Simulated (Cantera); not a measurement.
What does this Cantera script print?

```python
import numpy as np
import cantera as ct

gas = ct.Solution("gri30.yaml")
gas.TPX = 1550, 28000, {'CH4': 1, 'O2': 3.17, 'N2': 10.5}
reactor = ct.IdealGasReactor(gas, energy="on", clone=False)
net = ct.ReactorNet([reactor])
net.rtol, net.atol = 1e-08, 1e-16
show = ['CH4', 'O2', 'O', 'NO2', 'H', 'CH2CO']
times = np.geomspace(8e-06, 8, 11)

steps = ct.SolutionArray(gas, extra=["t"])
rows = []
print(f"{'t/s':>10s}{'T/K':>9s}{'P/Pa':>11s}" + "".join(f"{s:>11s}" for s in show))
for t in times:
    while net.time < t:
        t_next = net.step()
        steps.append(gas.state, t=t_next)
    rows.append([np.interp(t, steps.t, y) for y in (steps.T, steps.P, *steps(*show).X.T)])
    print(f"{t:10.3e}{rows[-1][0]:9.1f}{rows[-1][1]:11.4g}" + "".join(f"{x:11.3e}" for x in rows[-1][2:]))
rate = np.gradient(steps.T, steps.t)
print("integrator steps:", len(steps.t))
if steps.T.max() > steps.T[0] + 200:
    print(f"time of steepest temperature rise: {steps.t[rate.argmax()]:.4e} s")
gas.TPX = 1550, 28000, {'CH4': 1, 'O2': 3.17, 'N2': 10.5}
gas.equilibrate("UV")
print(f"equilibrium (UV): T = {gas.T:.1f} K  " + "  ".join(f"{s} {gas[s].X[0]:.3e}" for s in show))
```

Output:

```
       t/s      T/K       P/Pa        CH4         O2          O        NO2          H      CH2CO
 8.000e-06   1550.0    2.8e+04  6.817e-02  2.161e-01  1.353e-08  1.426e-21  2.128e-08  9.706e-20
 3.185e-05   1550.0    2.8e+04  6.816e-02  2.161e-01  1.834e-08  1.700e-19  2.370e-08  1.409e-16
 1.268e-04   1549.9    2.8e+04  6.815e-02  2.161e-01  4.109e-08  1.654e-17  3.659e-08  1.696e-13
 5.048e-04   1550.1    2.8e+04  6.800e-02  2.160e-01  2.613e-07  2.402e-15  1.904e-07  7.644e-10
 2.010e-03   2613.2  4.914e+04  1.808e-17  8.015e-02  1.761e-02  2.000e-07  9.845e-03  3.084e-19
 8.000e-03   2687.4  5.017e+04  3.016e-17  7.383e-02  1.324e-02  4.451e-06  6.855e-03  3.906e-19
 3.185e-02   2684.8  5.011e+04  3.014e-17  7.262e-02  1.296e-02  5.281e-06  6.768e-03  3.854e-19
 1.268e-01   2684.7  5.011e+04  3.014e-17  7.261e-02  1.296e-02  5.281e-06  6.768e-03  3.853e-19
 5.048e-01   2684.7  5.011e+04  3.014e-17  7.261e-02  1.296e-02  5.281e-06  6.768e-03  3.853e-19
 2.010e+00   2684.7  5.011e+04  3.014e-17  7.261e-02  1.296e-02  5.281e-06  6.768e-03  3.853e-19
 8.000e+00   2684.7  5.011e+04  3.014e-17  7.261e-02  1.296e-02  5.281e-06  6.768e-03  3.853e-19
integrator steps: 1796
time of steepest temperature rise: 1.6544e-03 s
equilibrium (UV): T = 2684.7 K  CH4 4.302e-17  O2 7.261e-02  O 1.296e-02  NO2 5.281e-06  H 6.768e-03  CH2CO 4.313e-19
```

Cantera simulation using GRI-Mech 3.0 (53 species, 325 reactions); the numbers are that mechanism's predictions, not measurements.
